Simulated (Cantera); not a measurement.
Gas mixture: 47.4 % NO, 52.6 % H₂O, at 0.0276 atm, frozen composition.

Cantera's kinetic-theory transport with the Lennard-Jones parameters of GRI-Mech 3.0, ideal gas; thermal conductivity in the mixture-averaged form. Polar gases are described roughly by these parameters. The composition is frozen, though it would react at the higher temperatures.

D: mixture-averaged diffusion coefficient of that species in the mixture.

| T (K) | ρ (kg/m³) | cp (J/kg/K) | μ (µPa s) | λ (mW/m/K) | Pr | D (cm²/s) H | D (cm²/s) CO₂ | D (cm²/s) CH₄ |
|---|---|---|---|---|---|---|---|---|
| 400 | 0.0200 | 1360 | 18.4 | 34.7 | 0.721 | 77.8 | 9.90 | 13.9 |
| 550 | 0.0145 | 1410 | 24.3 | 48.0 | 0.714 | 138 | 17.9 | 24.8 |
| 700 | 0.0114 | 1473 | … | … | 0.710 | … | … | … |
| 850 | 0.00939 | 1536 | … | … | 0.706 | … | … | … |
| 1000 | 0.00798 | 1596 | 40.0 | 90.8 | 0.704 | 392 | 52.2 | 70.7 |
| 1150 | 0.00694 | 1652 | 44.7 | 105 | 0.702 | 498 | 66.5 | 89.7 |

Fill in the missing entries.


- 700, μ (µPa s): 29.8
- 700, λ (mW/m/K): 61.9
- 700, D (cm²/s) H: 212
- 700, D (cm²/s) CO₂: 27.8
- 700, D (cm²/s) CH₄: 38.0
- 850, μ (µPa s): 35.1
- 850, λ (mW/m/K): 76.3
- 850, D (cm²/s) H: 297
- 850, D (cm²/s) CO₂: 39.2
- 850, D (cm²/s) CH₄: 53.4
